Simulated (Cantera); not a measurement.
Thermodynamics of fluorocarbon and chlorocarbon gases, feed CHF₃

Feed: 1 mol CHF₃, held at 10.0 mbar.

Cantera equilibrium calculation (NASA polynomials, part measured and part estimated; ideal gas, pure solids and liquids). Candidate condensed phases: C, C₆H₆, C₇H₈, C₈H₁₈; 95 gas species. Gases not in the tables: C₂F₆ and larger saturated fluorocarbons. Equilibrium is a limit: real reactors are often held back by kinetics, nucleation or transport.

From 1373 K to 2573 K the condensed part is C(graphite). The main C-bearing gas is CF₄ at 1373 K and CF₂ at 2573 K. The share of C in condensed phases is highest at 2573 K (57.2 %) and lowest at 2373 K (38.0 %).

```
T (K)  log p HF  log p F  log p CF₄  log p CF₂  log p CF  n C(graphite)
-----  --------  -------  ---------  ---------  --------  -------------
1373      -2.18    -7.34      -2.48      -6.51    -11.67          0.500
1573      -2.18    -5.81      -2.48      -5.16     -9.32          0.499
1773      -2.18    -4.63      -2.49      -4.12     -7.51          0.495
1973      -2.19    -3.70      -2.54      -3.32     -6.09          0.469
2173      -2.25    -2.98      -2.79      -2.78     -4.98          0.391
2373      -2.36    -2.54      -3.59      -2.63     -4.21          0.380
2573      -2.42    -2.34      -4.96      -2.85     -3.73          0.572
```
log p: log10 of the partial pressure in bar; n: condensed amount in mol.
